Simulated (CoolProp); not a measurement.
Vapour-liquid equilibrium of ethanol (1) + p-xylene (2) at 0.875 MPa; x and y are mole fractions of (1).

Computed with CoolProp (multi-fluid Helmholtz-energy mixture model, Schroeder 2014 and Zhou 2012; pair parameters Bell 2016).

Task: Give the bubble temperature and the first vapour's composition at x = 0.15, 0.45, 0.95. Is there an azeotrope?

Result: x = 0.15: 453.9 K, y = 0.673; x = 0.45: 433.5 K, y = 0.818; x = 0.95: 419.9 K, y = 0.978. No azeotrope shows between x = 0.05 and 0.95.

Pair parameters are fitted to limited data, so mixtures are less certain than the pure fluids. With so large a gap from Raoult's law the liquid may split in two, which this calculation doesn't test in full.
